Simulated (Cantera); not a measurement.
A closed system holds: 1 mol Si, 0.68 mol Cl2, 4.8 mol H2, held at 21000 Pa.

Cantera equilibrium calculation (NASA polynomials, part measured and part estimated; ideal gas, pure solids and liquids). Candidate condensed phases: Si; 19 gas species. The tables' values for SiCl3, SiCl are old estimates; treat these amounts as uncertain. Gases not in the tables: Si2H6 and higher silanes. The numbers say what is thermodynamically allowed, not how fast it happens.

log p: log10 of the partial pressure in bar; n: condensed amount in mol.

```json
[
 {"T (K)": "723", "log p H2": "-0.71", "log p HCl": "-3.94", "log p SiCl2": "-7.29", "log p SiCl4": "-2.00", "log p SiHCl3": "-2.29", "log p SiCl3": "-5.84", "log p SiH2Cl2": "-3.74", "n Si(s)": "0.627", "n Si(l)": "0"},
 {"T (K)": "798", "log p H2": "-0.71", "log p HCl": "-3.46", "log p SiCl2": "-6.20", "log p SiCl4": "-2.00", "log p SiHCl3": "-2.30", "log p SiCl3": "-5.13", "log p SiH2Cl2": "-3.71", "n Si(s)": "0.629", "n Si(l)": "0"},
 {"T (K)": "873", "log p H2": "-0.71", "log p HCl": "-3.06", "log p SiCl2": "-5.31", "log p SiCl4": "-2.00", "log p SiHCl3": "-2.32", "log p SiCl3": "-4.54", "log p SiH2Cl2": "-3.68", "n Si(s)": "0.633", "n Si(l)": "0"},
 {"T (K)": "948", "log p H2": "-0.71", "log p HCl": "-2.73", "log p SiCl2": "-4.56", "log p SiCl4": "-2.01", "log p SiHCl3": "-2.34", "log p SiCl3": "-4.05", "log p SiH2Cl2": "-3.67", "n Si(s)": "0.640", "n Si(l)": "0"},
 {"T (K)": "1023", "log p H2": "-0.72", "log p HCl": "-2.45", "log p SiCl2": "-3.93", "log p SiCl4": "-2.03", "log p SiHCl3": "-2.36", "log p SiCl3": "-3.64", "log p SiH2Cl2": "-3.66", "n Si(s)": "0.650", "n Si(l)": "0"},
 {"T (K)": "1098", "log p H2": "-0.72", "log p HCl": "-2.22", "log p SiCl2": "-3.40", "log p SiCl4": "-2.06", "log p SiHCl3": "-2.40", "log p SiCl3": "-3.31", "log p SiH2Cl2": "-3.67", "n Si(s)": "0.663", "n Si(l)": "0"},
 {"T (K)": "1173", "log p H2": "-0.73", "log p HCl": "-2.02", "log p SiCl2": "-2.96", "log p SiCl4": "-2.13", "log p SiHCl3": "-2.47", "log p SiCl3": "-3.04", "log p SiH2Cl2": "-3.70", "n Si(s)": "0.676", "n Si(l)": "0"},
 {"T (K)": "1248", "log p H2": "-0.74", "log p HCl": "-1.87", "log p SiCl2": "-2.60", "log p SiCl4": "-2.24", "log p SiHCl3": "-2.56", "log p SiCl3": "-2.85", "log p SiH2Cl2": "-3.75", "n Si(s)": "0.685", "n Si(l)": "0"},
 {"T (K)": "1323", "log p H2": "-0.74", "log p HCl": "-1.75", "log p SiCl2": "-2.32", "log p SiCl4": "-2.42", "log p SiHCl3": "-2.71", "log p SiCl3": "-2.74", "log p SiH2Cl2": "?", "n Si(s)": "0.686", "n Si(l)": "0"},
 {"T (K)": "1398", "log p H2": "-0.75", "log p HCl": "-1.68", "log p SiCl2": "-2.13", "log p SiCl4": "-2.70", "log p SiHCl3": "-2.93", "log p SiCl3": "-2.73", "log p SiH2Cl2": "?", "n Si(s)": "0.679", "n Si(l)": "0"},
 {"T (K)": "1473", "log p H2": "-0.76", "log p HCl": "-1.64", "log p SiCl2": "-2.02", "log p SiCl4": "-3.05", "log p SiHCl3": "-3.20", "log p SiCl3": "-2.80", "log p SiH2Cl2": "?", "n Si(s)": "0.669", "n Si(l)": "0"},
 {"T (K)": "1548", "log p H2": "-0.76", "log p HCl": "-1.62", "log p SiCl2": "-1.95", "log p SiCl4": "-3.45", "log p SiHCl3": "-3.50", "log p SiCl3": "-2.92", "log p SiH2Cl2": "?", "n Si(s)": "0.661", "n Si(l)": "0"},
 {"T (K)": "1623", "log p H2": "-0.76", "log p HCl": "-1.61", "log p SiCl2": "-1.92", "log p SiCl4": "-3.85", "log p SiHCl3": "-3.81", "log p SiCl3": "-3.07", "log p SiH2Cl2": "?", "n Si(s)": "0.654", "n Si(l)": "0"},
 {"T (K)": "1698", "log p H2": "-0.76", "log p HCl": "-1.61", "log p SiCl2": "-1.90", "log p SiCl4": "-4.24", "log p SiHCl3": "-4.11", "log p SiCl3": "-3.21", "log p SiH2Cl2": "?", "n Si(s)": "0", "n Si(l)": "0.651"}
]
```

Some entries are withheld; supply them.


- 1323, log p SiH2Cl2: -3.84
- 1398, log p SiH2Cl2: -3.98
- 1473, log p SiH2Cl2: -4.15
- 1548, log p SiH2Cl2: -4.35
- 1623, log p SiH2Cl2: -4.55
- 1698, log p SiH2Cl2: -4.74
